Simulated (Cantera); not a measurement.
Charge: 1 mol B2H6, 0.07 mol O2, 94 mol H2, held at 1725 °C and 1.00 bar.

Method: chemical equilibrium by Gibbs-energy minimisation in Cantera with the NASA 1993 tables (ideal gas, pure condensed phases). Candidate condensed phases: B, B2O3, B3O3H3, H2O; 23 gas species. The feed counts by its element totals alone. The tables' values for BH2 are old estimates; treat these amounts as uncertain. Gases not in the tables: B2H6 and higher boranes. Rates play no part.

Base state: H2 0.996, H 0.00160, HBO 0.00139, BH2 0.000461, BH3 3.55e-5, BO 3.26e-5 (mole fractions); condensed: B(s).

Q: What changes in the equilibrium state with this change: temperature from 1725 °C to 1677 °C?

A: 
```json
[
 {"species": "H2", "before": "0.996", "after": "0.997"},
 {"species": "HBO", "before": "0.00139", "after": "0.00140"},
 {"species": "H", "before": "0.00160", "after": "0.00114"},
 {"species": "BH2", "before": "0.000461", "after": "0.000348"},
 {"species": "BO", "before": "3.26e-5", "after": "2.45e-5"},
 {"species": "BH3", "before": "3.55e-5", "after": "3.12e-5"},
 {"species": "B(s), mol", "before": "1.81", "after": "1.82"}
]
```

Q: What changes in the equilibrium state with this change: temperature from 1725 °C to 1425 °C?

A: 
| species | before | after |
|---|---|---|
| H2 | 0.996 | 0.998 |
| HBO | 0.00139 | 0.00141 |
| H | 0.00160 | 0.000144 |
| BH2 | 0.000461 | 6.00e-5 |
| BO | 3.26e-5 | 4.08e-6 |
| BH3 | 3.55e-5 | 1.41e-5 |
| B(s), mol | 1.81 | 1.85 |
